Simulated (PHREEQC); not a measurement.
Reverse-osmosis permeate: speciation

Synthetic water in mg/L, 14 °C, pH 6.39, pe 1.6: Na 1.56; K 0.000188; Ca 1.37; Mg 0.572; Cl 3.08; S(6) as SO4 1.68; Alkalinity as HCO3 3.87; F 0.00443; Zn 0.194; Sr 0.0895.

Valence states are taken as typed.

Computed with PHREEQC (ion-association model, wateq4f.dat).

No solid was allowed to form.

Question: Estimate the charge-balance error.

Answer: charge-balance error 1.5 %.

Question: In which forms is C present?

Answer: CO2 52 %, HCO3- 48 % of the C.

Constants without temperature data keep their 25 °C values here.
